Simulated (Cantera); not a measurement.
Charge: 1 mol Fe(CO)₅, 0.066 mol O₂, 0.53 mol H₂, at 727 °C and 0.00133 bar.

Equilibrium computed with Cantera from the NASA thermochemical tables; the gas is ideal and each condensed phase is pure. Kinetics and transport are ignored.

| species | before | after |
|---|---|---|
| CO | 0.882 | 0.720 |
| CO₂ | 0.0222 | 0.185 |
| H₂ | 0.0942 | 0.0813 |
| H₂O | 0.00165 | 0.0145 |
| Fe(α), mol | 1.00 | 0.701 |
| FeO(s), mol | 0 | 0.299 |
Gas species are given as mole fractions.

Task: Name the change that produced these shifts.
A) temperature from 727 °C to 1127 °C
B) O₂ from 0.066 to 0.7 mol
C) temperature from 727 °C to 625 °C
D) temperature from 727 °C to 1000 °C

Result: B, O₂ from 0.066 to 0.7 mol. The tables' stoichiometric FeO is somewhat more stable than real wüstite, so its field is too wide. FeO: taken at fixed stoichiometry
